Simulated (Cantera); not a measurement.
# Adiabatic ignition

An adiabatic, constant-pressure homogeneous reactor starts with 33.1 % H₂, 8.70 % O₂, 58.2 % N₂, at 1775 K and 1.10 bar.

Detailed kinetics in Cantera: the H2/O2 subset of GRI-Mech 3.0, which has no nitrogen chemistry.

| t (s) | T (K) | x H₂ | x O₂ | x O | x HO₂ | x OH |
|---|---|---|---|---|---|---|
| 6.00e-6 | 1783 | 0.314 | 0.0804 | 0.000847 | 1.84e-5 | 0.00100 |
| 1.79e-5 | 2057 | 0.129 | 0.00399 | 0.00811 | 1.87e-6 | 0.0135 |
| 5.34e-5 | 2349 | 0.143 | 0.00223 | 0.00481 | 1.01e-6 | 0.0139 |
| 0.000159 | 2611 | 0.154 | 0.000910 | 0.00202 | 5.58e-7 | 0.0111 |
| 0.000475 | 2743 | 0.160 | 0.000413 | 0.000927 | 3.33e-7 | 0.00830 |
| 0.00142 | 2755 | 0.161 | 0.000375 | 0.000844 | 3.09e-7 | 0.00799 |
| 0.00423 | 2755 | 0.161 | 0.000375 | 0.000844 | 3.09e-7 | 0.00799 |
| 0.0126 | 2755 | 0.161 | 0.000375 | 0.000844 | 3.09e-7 | 0.00799 |
| 0.0377 | 2755 | 0.161 | 0.000375 | 0.000844 | 3.09e-7 | 0.00799 |
| 0.112 | 2755 | 0.161 | 0.000375 | 0.000844 | 3.09e-7 | 0.00799 |
| 0.335 | 2755 | 0.161 | 0.000375 | 0.000844 | 3.09e-7 | 0.00799 |
| 1.00 | 2755 | 0.161 | 0.000375 | 0.000844 | 3.09e-7 | 0.00799 |
x: mole fraction; the columns are a selection and need not sum to one.

```
Item                                                                  Result
---------------------------------  -----------------------------------------
time of steepest temperature rise                                    7.95 µs
temperature at 1.00 s                                                 2755 K
equilibrium temperature                                               2755 K
x(H₂) at 1.00 s                          0.161 (gas-phase equilibrium 0.161)
x(O₂) at 1.00 s                    0.000375 (gas-phase equilibrium 0.000375)
x(O) at 1.00 s                     0.000844 (gas-phase equilibrium 0.000844)
```
